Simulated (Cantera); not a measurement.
An isothermal, constant-pressure homogeneous reactor starts with NH₃ : H₂ = 1 : 29 (molar parts), at 1950 K and 1.01 bar.

Computed with Cantera and the gas-phase N/H chemistry of the illustrative SiF4/NH3 mechanism in the Surface Chemkin manual (1991). Walls and surfaces, which speed up NH3 decomposition in real reactors, are not modelled.

x: mole fraction; the columns are a selection and need not sum to one.

```json
[
 {"t (s)": "3.00e-5", "x NH₃": "0.0333", "x H₂": "0.967", "x N₂": "7.17e-12", "x N₂H₄": "1.34e-12", "x N": "1.21e-12", "x N₂H₂": "4.10e-12", "x NH₂": "1.38e-6"},
 {"t (s)": "9.36e-5", "x NH₃": "0.0333", "x H₂": "0.967", "x N₂": "9.52e-10", "x N₂H₄": "1.29e-11", "x N": "3.72e-11", "x N₂H₂": "4.41e-11", "x NH₂": "4.25e-6"},
 {"t (s)": "0.000292", "x NH₃": "0.0333", "x H₂": "0.967", "x N₂": "6.76e-8", "x N₂H₄": "1.23e-10", "x N": "1.12e-9", "x N₂H₂": "5.36e-10", "x NH₂": "1.31e-5"},
 {"t (s)": "0.000912", "x NH₃": "0.0333", "x H₂": "0.966", "x N₂": "3.32e-6", "x N₂H₄": "1.07e-9", "x N": "2.86e-8", "x N₂H₂": "7.27e-9", "x NH₂": "3.87e-5"},
 {"t (s)": "0.00285", "x NH₃": "0.0330", "x H₂": "0.966", "x N₂": "0.000101", "x N₂H₄": "4.23e-9", "x N": "2.28e-7", "x N₂H₂": "4.28e-8", "x NH₂": "7.72e-5"},
 {"t (s)": "0.00888", "x NH₃": "0.0318", "x H₂": "0.967", "x N₂": "0.000678", "x N₂H₄": "4.57e-9", "x N": "2.77e-7", "x N₂H₂": "4.86e-8", "x NH₂": "8.03e-5"},
 {"t (s)": "0.0277", "x NH₃": "0.0284", "x H₂": "0.968", "x N₂": "0.00234", "x N₂H₄": "3.81e-9", "x N": "2.65e-7", "x N₂H₂": "4.11e-8", "x NH₂": "7.33e-5"},
 {"t (s)": "0.0865", "x NH₃": "0.0206", "x H₂": "0.972", "x N₂": "0.00612", "x N₂H₄": "2.26e-9", "x N": "2.30e-7", "x N₂H₂": "2.52e-8", "x NH₂": "5.65e-5"},
 {"t (s)": "0.270", "x NH₃": "0.00982", "x H₂": "0.978", "x N₂": "0.0114", "x N₂H₄": "6.30e-10", "x N": "1.50e-7", "x N₂H₂": "7.47e-9", "x NH₂": "2.98e-5"},
 {"t (s)": "0.843", "x NH₃": "0.00315", "x H₂": "0.981", "x N₂": "0.0146", "x N₂H₄": "7.46e-11", "x N": "5.95e-8", "x N₂H₂": "9.23e-10", "x NH₂": "1.03e-5"},
 {"t (s)": "2.63", "x NH₃": "0.000950", "x H₂": "0.982", "x N₂": "0.0157", "x N₂H₄": "6.95e-12", "x N": "1.87e-8", "x N₂H₂": "8.68e-11", "x NH₂": "3.13e-6"},
 {"t (s)": "8.21", "x NH₃": "0.000296", "x H₂": "0.983", "x N₂": "0.0160", "x N₂H₄": "<1e-12", "x N": "5.85e-9", "x N₂H₂": "8.49e-12", "x NH₂": "9.77e-7"},
 {"t (s)": "25.6", "x NH₃": "…", "x H₂": "0.983", "x N₂": "0.0161", "x N₂H₄": "<1e-12", "x N": "…", "x N₂H₂": "<1e-12", "x NH₂": "…"},
 {"t (s)": "80.0", "x NH₃": "…", "x H₂": "0.983", "x N₂": "0.0161", "x N₂H₄": "<1e-12", "x N": "5.95e-10", "x N₂H₂": "<1e-12", "x NH₂": "…"}
]
```

**Question.** Complete the blanks.

**Answer.** 
- 25.6, x NH₃: 9.39e-5
- 25.6, x N: 1.86e-9
- 25.6, x NH₂: 3.10e-7
- 80.0, x NH₃: 3.01e-5
- 80.0, x NH₂: 9.93e-8
